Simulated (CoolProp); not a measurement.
Vapour-liquid equilibrium of R13 (1) + isobutane (2) at 198 kPa; x and y are mole fractions of (1).

Values from CoolProp's multi-fluid Helmholtz-energy mixture model, Platzer 1990 and Bücker 2006; pair parameters Bell 2016. This equation is an older, rougher fit; its heat capacities, sound speeds and derivatives of the liquid may be far off and weren't checked against measurements.

```tsv
x	bubble temperature, mixture model (K)	bubble temperature, Raoult's law (K)	y, mixture model	y, Raoult's law
0.05	260.7	266.2	0.507	0.415
0.2	232.3	242.1	0.876	0.821
0.35	221.6	229.1	0.939	0.924
0.5	216.1	220.7	0.962	0.963
0.65	212.4	214.7	0.975	0.982
0.8	209.4	210.1	0.985	0.992
0.95	206.3	206.4	0.996	0.998
```

The largest gap from Raoult's law is -9.8 K in bubble temperature, at x = 0.2. No azeotrope shows between x = 0.05 and 0.95.

The pair parameters rest on a limited set of measurements; away from them the model extrapolates.
